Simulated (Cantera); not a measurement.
Cantera run:

```python
import numpy as np
import cantera as ct

gas_names = """
    CL CL2 H HCL H2 N NH NH2 NH3 N2 N2H2 N2H4 Si SiCL SiCL2 SiCL3 SiCL4 SiH SiHCL3 SiH2 SiH2CL2 SiH3
    SiH3CL SiH4 SiN Si2 Si2N Si3
""".split()
cond_names = """
    NH4CL(a) NH4CL(b) Si(cr) Si(L) Si3N4(a)
""".split()


def load(file, names, dense=False):
    # The tables refer to 1 bar. Condensed volumes are neglected.
    table = {s.name: s for s in ct.Species.list_from_file(file)}
    out = []
    for n in names:
        d = dict(table[n].input_data)
        d["thermo"] = dict(d["thermo"], **{"reference-pressure": 1e5})
        if dense:
            d["equation-of-state"] = {"model": "constant-volume", "density": "1e6 g/cm^3"}
        out.append(ct.Species.from_dict(d))
    return out


gas = ct.Solution(thermo="ideal-gas", species=load("nasa_gas.yaml", gas_names))
cond = {s.name: ct.Solution(thermo="fixed-stoichiometry", species=[s], name=s.name)
        for s in load("nasa_condensed.yaml", cond_names, dense=True)}
atoms = {
    'Si2Cl6': {'Si': 2, 'CL': 6},
    'NH3': {'N': 1, 'H': 3},
    'N2': {'N': 2},
}
top_T = {'Si3N4(a)': 2400}  # K; cautious upper limits of use, not melting points


def equilibrate(T, P, feed):
    n = {}
    for name, mol in feed.items():
        for a, k in atoms[name].items():
            n[a] = n.get(a, 0.0) + k * mol
    gas.TPX = T, P, n
    mass = sum(n.values()) * gas.mean_molecular_weight
    gas.equilibrate("TP")
    valid = [c for c in cond.values() if c.min_temp <= T <= top_T.get(c.name, c.max_temp)]
    mix = ct.Mixture([(gas, mass / gas.mean_molecular_weight)] + [(c, 0.0) for c in valid])
    mix.T, mix.P = T, P
    mix.equilibrate("TP", solver="vcs", rtol=1e-11, max_steps=5000)
    return mix


results = []
feed = {'Si2Cl6': 1, 'NH3': 4.9, 'N2': 0.37}  # mol
T = 2048.15  # K
P = 75000  # Pa
mix = equilibrate(T, P, feed)
results.append((T, P, feed, dict(zip(mix.species_names, mix.species_moles))))
print(gas.report(threshold=0.001))
for i in range(1, mix.n_phases):
    print(f"{mix.phase(i).name:16s} {mix.phase_moles(i):12.5e} mol")
```

Output:

```
       temperature   2048.2 K
          pressure   75000 Pa
           density   0.12019 kg/m^3
  mean mol. weight   27.29 kg/kmol
   phase of matter   gas

                          1 kg             1 kmol
                     ---------------   ---------------
          enthalpy        8.1431e+05        2.2222e+07  J
   internal energy         1.903e+05        5.1931e+06  J
           entropy            9330.5        2.5463e+05  J/K
    Gibbs function       -1.8296e+07       -4.9929e+08  J
 heat capacity c_p            1408.1             38427  J/K
 heat capacity c_v            1103.4             30113  J/K

                      mass frac. Y      mole frac. X     chem. pot. / RT
                     ---------------   ---------------   ---------------
                 H        6.5822e-05          0.001782           -10.295
               HCL           0.22413           0.16777           -33.884
                H2          0.035019           0.47404           -20.591
                N2           0.22021           0.21451           -28.848
             SiCL2           0.48804           0.13455           -53.198
             SiCL3          0.027241         0.0055298           -76.787
     [  +22 minor]         0.0052921         0.0018126

Si(L)             1.40745e-01 mol
Si3N4(a)          0.00000e+00 mol
```

Method: chemical equilibrium by Gibbs-energy minimisation in Cantera with the NASA 1993 tables (ideal gas, pure condensed phases). The feed counts by its element totals alone. The tables' values for SiCl3, SiCl are old estimates; treat these amounts as uncertain. Gases not in the tables: Si2H6 and higher silanes.
